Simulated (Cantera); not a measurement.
Input: 1 mol CaF2, 6.4 mol O2, 0.3 mol N2, at 6.60 Pa.

Equilibrium computed with Cantera from the NASA thermochemical tables; the gas is ideal and each condensed phase is pure. Candidate condensed phases: Ca, CaF2, CaO; 22 gas species. Rates play no part.

At 1150 °C, list the 4 most abundant gas species with their mole fractions, and the condensed phases.

O2 0.949, N2 0.0443, CaF2 0.00582, NO 0.000415. Condensed: CaF2(s).
